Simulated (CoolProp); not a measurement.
Vapour-liquid equilibrium of methanol (1) + water (2) at 372.6 K; x and y are mole fractions of (1).

The numbers come from the multi-fluid Helmholtz-energy mixture model, de Reuck 1993 and Wagner 2002; pair parameters Bell 2016 in CoolProp.

### Question
Give the bubble pressure and the first vapour's composition at x = 0.05, 0.65, 0.85. Is there an azeotrope?

### Answer
x = 0.05: 119.4 kPa, y = 0.199; x = 0.65: 276.3 kPa, y = 0.841; x = 0.85: 316.8 kPa, y = 0.932. No azeotrope shows between x = 0.05 and 0.95.

Pair parameters are fitted to limited data, so mixtures are less certain than the pure fluids.
